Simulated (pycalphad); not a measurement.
Computed with pycalphad from the COST 507 light-alloy database (1999), at 1 atm. The data set is of 1999 and partly superseded.

Q: How does the equilibrium phase assembly of Sn-6.12Si (at.%) change on cooling from 1127 °C to 227 °C?

A: 
```tsv
T (°C)	phases above	phases below
1098.8	LIQUID	DIAMOND_A4 + LIQUID
231.9	DIAMOND_A4 + LIQUID	BCT_A5 + DIAMOND_A4
```
Changes were sought between steps of 50 K, so a narrower field can be missed.

DIAMOND_A4 is diamond (Si); BCT_A5 is bct (Sn).
